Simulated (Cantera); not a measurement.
Charge: 1 mol HBr, 0.052 mol H₂, a varied amount of O₂, held at 2773 K and 12.0 Torr.

These are equilibrium values from Cantera (NASA tables, ideal gas, pure condensed phases), not measurements of a reactor. Candidate condensed phases: Br₂, H₂O; 12 gas species. Kinetics and transport are ignored.

x: gas mole fraction; nothing condenses.

```json
[
 {"n(O₂) (mol)": "0.055", "x Br": "0.527", "x O₂": "0.00127", "x O": "0.0137", "x H": "0.222", "x H₂": "0.143", "x H₂O": "0.0328", "x OH": "0.0140", "x HBr": "0.0459"},
 {"n(O₂) (mol)": "0.1", "x Br": "0.522", "x O₂": "0.00455", "x O": "0.0260", "x H": "0.205", "x H₂": "0.122", "x H₂O": "0.0532", "x OH": "0.0245", "x HBr": "0.0420"},
 {"n(O₂) (mol)": "0.2", "x Br": "0.503", "x O₂": "?", "x O": "?", "x H": "?", "x H₂": "?", "x H₂O": "?", "x OH": "?", "x HBr": "?"},
 {"n(O₂) (mol)": "0.37", "x Br": "?", "x O₂": "?", "x O": "?", "x H": "?", "x H₂": "?", "x H₂O": "0.0937", "x OH": "?", "x HBr": "?"},
 {"n(O₂) (mol)": "0.71", "x Br": "0.391", "x O₂": "0.138", "x O": "0.143", "x H": "0.112", "x H₂": "0.0365", "x H₂O": "0.0875", "x OH": "0.0738", "x HBr": "0.0172"},
 {"n(O₂) (mol)": "1.3", "x Br": "0.306", "x O₂": "0.244", "x O": "0.191", "x H": "0.0857", "x H₂": "0.0212", "x H₂O": "0.0677", "x OH": "0.0749", "x HBr": "0.0103"},
 {"n(O₂) (mol)": "2.6", "x Br": "0.206", "x O₂": "0.376", "x O": "0.237", "x H": "0.0599", "x H₂": "0.0104", "x H₂O": "0.0411", "x OH": "0.0650", "x HBr": "0.00483"},
 {"n(O₂) (mol)": "4.9", "x Br": "0.131", "x O₂": "0.481", "x O": "0.268", "x H": "0.0410", "x H₂": "0.00487", "x H₂O": "0.0218", "x OH": "0.0503", "x HBr": "0.00210"}
]
```

Q: Some entries are withheld; supply them.

A: 
- 0.2, x O₂: 0.0192
- 0.2, x O: 0.0534
- 0.2, x H: 0.176
- 0.2, x H₂: 0.0898
- 0.2, x H₂O: 0.0802
- 0.2, x OH: 0.0432
- 0.2, x HBr: 0.0347
- 0.37, x Br: 0.464
- 0.37, x O₂: 0.0575
- 0.37, x O: 0.0925
- 0.37, x H: 0.145
- 0.37, x H₂: 0.0606
- 0.37, x OH: 0.0614
- 0.37, x HBr: 0.0263
